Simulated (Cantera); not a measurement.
Charge: 1 mol Fe, 0.37 mol Cl2, 0.031 mol O2, equilibrated at 1077 °C and 0.100 bar.

Equilibrium computed with Cantera from the NASA thermochemical tables; the gas is ideal and each condensed phase is pure. Candidate condensed phases: Fe, FeCl2, FeCl3, FeO, Fe2O3, Fe3O4; 13 gas species. Mutual solubility and eutectic melting of coexisting phases are not modelled. The tables' stoichiometric FeO is somewhat more stable than real wüstite, so its field is too wide. FeO: taken at fixed stoichiometry. The numbers say what is thermodynamically allowed, not how fast it happens.

Base state: FeCl2 0.986, Fe2Cl4 0.0133, FeCl3 0.000391 (mole fractions); condensed: Fe(γ) + FeO(s).

### Question
What changes in the equilibrium state with this change: temperature from 1077 °C to 1427 °C?

### Answer
```tsv
species	before	after
FeCl2	0.986	0.998
Fe2Cl4	0.0133	0.00106
Cl	8.38e-6	0.000358
Fe	4.30e-8	6.29e-5
FeCl	5.24e-8	1.52e-5
FeCl3	0.000391	0.000222
Fe(γ), mol	0.568	0
FeO(s), mol	0.0620	0
Fe(δ), mol	0	0.568
FeO(l), mol	0	0.0620
```
